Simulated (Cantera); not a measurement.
Charge: 1 mol CH3SiH3, 1.2 mol HCl, 62 mol H2, held at 0.00860 bar.

These are equilibrium values from Cantera (NASA tables, ideal gas, pure condensed phases), not measurements of a reactor. Candidate condensed phases: C, C6H6, C7H8, C8H18, Si, SiC; 109 gas species. The feed counts by its element totals alone. The tables' values for SiCl are old estimates; treat these amounts as uncertain. Gases not in the tables: Si2H6 and higher silanes. Kinetics and transport are ignored.

x: gas mole fraction; n: condensed amount in mol.

```csv
T (K),x H2,x H,x HCl,x Si,x C2H2 (acetylene),x Cl,n SiC(s)
1423,0.982,7.10e-5,0.0181,2.38e-9,5.29e-7,1.07e-6,0.999
1523,0.982,0.000247,0.0181,3.16e-8,3.23e-6,3.65e-6,0.999
1623,0.981,0.000738,0.0181,3.90e-7,9.59e-6,1.07e-5,0.998
1723,0.980,?,0.0180,?,?,?,0.997
1823,0.977,?,0.0179,?,?,?,0.994
1923,0.972,0.0100,0.0178,0.000152,0.000122,0.000138,0.983
2023,0.961,0.0201,0.0175,0.000600,0.000371,0.000271,0.947
2123,0.941,0.0375,0.0171,0.00198,0.00110,0.000499,0.831
```

Problem. Fill in the missing entries.

Solution. 
- 1823, x H: 0.00462
- 1823, x Si: 2.93e-5
- 1823, x C2H2 (acetylene): 4.55e-5
- 1823, x Cl: 6.45e-5
- 1723, x H: 0.00195
- 1723, x Si: 3.95e-6
- 1723, x C2H2 (acetylene): 2.07e-5
- 1723, x Cl: 2.77e-5
